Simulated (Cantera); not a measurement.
Cantera with NASA thermochemical tables; ideal gases at 1 bar, condensed phases pure. Values are per mole of reaction as written; species without (g) are pure solids or liquids, kept so even where they would boil at 1 bar.

### Question
Between 2373 and 2973 K, where is each reaction favourable under standard conditions?
- 4 Li(g) + O2(g) → 2 Li2O

### Answer
- 4 Li(g) + O2(g) → 2 Li2O: ΔG° is -345 kJ at 2373 K and -35 kJ at 2973 K; it stays negative (K > 1). ΔH° is -1548 kJ and ΔS° -509 J/K at 2973 K.
